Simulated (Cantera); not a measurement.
Cantera run:

```python
import numpy as np
import cantera as ct

gas_names = """
    F F2 N NF NF2 NF3 N2 Si SiF SiF2 SiF3 SiF4 SiN Si2 Si2N Si3
""".split()
cond_names = """
    Si(cr) Si(L) Si3N4(a)
""".split()


# ... load() reads the species with a 1 bar reference pressure and builds the phases ...
atoms = {
    'Si3N4': {'Si': 3, 'N': 4},
    'NF3': {'N': 1, 'F': 3},
    'N2': {'N': 2},
}
top_T = {'Si3N4(a)': 2400}  # K; cautious upper limits of use, not melting points


# ... equilibrate(T, P, feed) seeds the gas with the atoms and calls Mixture.equilibrate('TP', solver="vcs", rtol=1e-11, max_steps=5000) ...
results = []
P = 16000  # Pa
for T in [1198, 1298, 1398, 1498, 1598, 1698, 1798, 1898, 1998]:
    for m in [0.58, 1.2, 1.8, 2.4, 3, 3.6, 4.2, 4.8, 5.4, 6.1, 6.7]:
        feed = {'Si3N4': 1, 'NF3': m, 'N2': 0.43}  # mol
        mix = equilibrate(T, P, feed)
        results.append((T, P, feed, dict(zip(mix.species_names, mix.species_moles))))

for T, P, feed, n in results:
    print(f"{T:7g} {feed['NF3']:10.4g}  " + (" + ".join(c for c in cond_names if n.get(c, 0) > 1e-12) or "gas only"))
```

It prints:

```
   1198       0.58  Si3N4(a)
   1198        1.2  Si3N4(a)
   1198        1.8  Si3N4(a)
   1198        2.4  Si3N4(a)
   1198          3  Si3N4(a)
   1198        3.6  Si3N4(a)
   1198        4.2  gas only
   1198        4.8  gas only
   1198        5.4  gas only
   1198        6.1  gas only
   1198        6.7  gas only
   1298       0.58  Si3N4(a)
   1298        1.2  Si3N4(a)
   1298        1.8  Si3N4(a)
   1298        2.4  Si3N4(a)
   1298          3  Si3N4(a)
   1298        3.6  Si3N4(a)
   1298        4.2  gas only
   1298        4.8  gas only
   1298        5.4  gas only
   1298        6.1  gas only
   1298        6.7  gas only
   1398       0.58  Si3N4(a)
   1398        1.2  Si3N4(a)
   1398        1.8  Si3N4(a)
   1398        2.4  Si3N4(a)
   1398          3  Si3N4(a)
   1398        3.6  Si3N4(a)
   1398        4.2  gas only
   1398        4.8  gas only
   1398        5.4  gas only
   1398        6.1  gas only
   1398        6.7  gas only
   1498       0.58  Si3N4(a)
   1498        1.2  Si3N4(a)
   1498        1.8  Si3N4(a)
   1498        2.4  Si3N4(a)
   1498          3  Si3N4(a)
   1498        3.6  Si3N4(a)
   1498        4.2  gas only
   1498        4.8  gas only
   1498        5.4  gas only
   1498        6.1  gas only
   1498        6.7  gas only
   1598       0.58  Si3N4(a)
   1598        1.2  Si3N4(a)
   1598        1.8  Si3N4(a)
   1598        2.4  Si3N4(a)
   1598          3  Si3N4(a)
   1598        3.6  Si3N4(a)
   1598        4.2  gas only
   1598        4.8  gas only
   1598        5.4  gas only
   1598        6.1  gas only
   1598        6.7  gas only
   1698       0.58  Si3N4(a)
   1698        1.2  Si3N4(a)
   1698        1.8  Si3N4(a)
   1698        2.4  Si3N4(a)
   1698          3  Si3N4(a)
   1698        3.6  Si3N4(a)
   1698        4.2  gas only
   1698        4.8  gas only
   1698        5.4  gas only
   1698        6.1  gas only
   1698        6.7  gas only
   1798       0.58  Si3N4(a)
   1798        1.2  Si3N4(a)
   1798        1.8  Si3N4(a)
   1798        2.4  Si3N4(a)
   1798          3  Si3N4(a)
   1798        3.6  gas only
   1798        4.2  gas only
   1798        4.8  gas only
   1798        5.4  gas only
   1798        6.1  gas only
   1798        6.7  gas only
   1898       0.58  Si3N4(a)
   1898        1.2  Si3N4(a)
   1898        1.8  Si3N4(a)
   1898        2.4  Si3N4(a)
   1898          3  Si3N4(a)
   1898        3.6  gas only
   1898        4.2  gas only
   1898        4.8  gas only
   1898        5.4  gas only
   1898        6.1  gas only
   1898        6.7  gas only
   1998       0.58  Si(L)
   1998        1.2  Si(L)
   1998        1.8  Si(L)
   1998        2.4  Si(L)
   1998          3  gas only
   1998        3.6  gas only
   1998        4.2  gas only
   1998        4.8  gas only
   1998        5.4  gas only
   1998        6.1  gas only
   1998        6.7  gas only
```

Equilibrium computed with Cantera from the NASA thermochemical tables; the gas is ideal and each condensed phase is pure. The tables' values for SiF2, SiF3 are old estimates.
